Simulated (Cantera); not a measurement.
# Ignition delay

Mixture: CH4 : O2 : N2 = 1 : 1.25 : 5.5 (molar parts), equivalence ratio 1.6, at 17.0 bar, adiabatic and at constant pressure. Ignition delay is the time to a rise of 400 K.

Detailed kinetics in Cantera: GRI-Mech 3.0 (53 species, 325 reactions). The pressure lies above the range GRI-Mech 3.0 was tuned for (to about 10 atm).

```tsv
T0 (K)	delay (ms)
1273	1.64
1348	0.737
1423	0.347
1498	0.169
1573	0.0852
1648	0.0443
```

```yaml
apparent activation energy between 1498 and 1648 K: 180 kJ/mol
```
